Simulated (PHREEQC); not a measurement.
# Reverse-osmosis permeate (model solution)

A made-up water analysis in mg/kgw, 25 °C, pH 6.02, pe 10.5:

```
constituent         mg/kgw
------------------  ------
Na                    1.33
K                     1.64
Ca                   0.384
Mg                   0.286
Cl                    1.59
S(6) as SO4          0.985
Alkalinity as HCO3    4.62
Cu(2)               0.0245
```

Valence states are taken as typed.

Model: ion-association model, wateq4f.dat, run in PHREEQC.

No solid was allowed to form.

Predict the charge-balance error.

charge-balance error 0.8 %.

In which forms is Cu present?

Cu+2 92 %, CuHCO3+ 3.3 %, Cu(OH)2 2.0 %, CuCO3 1.7 %, CuOH+ 0.9 % of the Cu.

Species that the database lacks are ignored.
